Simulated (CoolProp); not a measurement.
Toluene along the isotherm 620 K: fugacity coefficient from the reference equation and from simpler models built on Tc = 591.7 K, pc = 4.126 MPa, ω = 0.266; each cubic takes its own stable root.

Values from CoolProp's reference Helmholtz-energy equation of state, Lemmon 2006. It is a short technical equation, of lower accuracy than the large ones.

```tsv
p (MPa)	phase	reference	van der Waals	Soave-Redlich-Kwong	Peng-Robinson
0.13	gas	0.9901	0.9917	0.9909	0.9897
0.297	gas	0.9774	0.9810	0.9792	0.9766
0.676	gas	0.9490	0.9568	0.9529	0.9472
1.54	gas	0.8856	0.9019	0.8940	0.8821
3.5	gas	0.7472	0.7766	0.7643	0.7424
7.97	supercritical	0.4699	0.5043	0.5010	0.4753
18.1	supercritical	0.2939	0.3598	0.3314	0.3025
41.3	supercritical	0.2556	0.4055	0.3065	0.2599
```
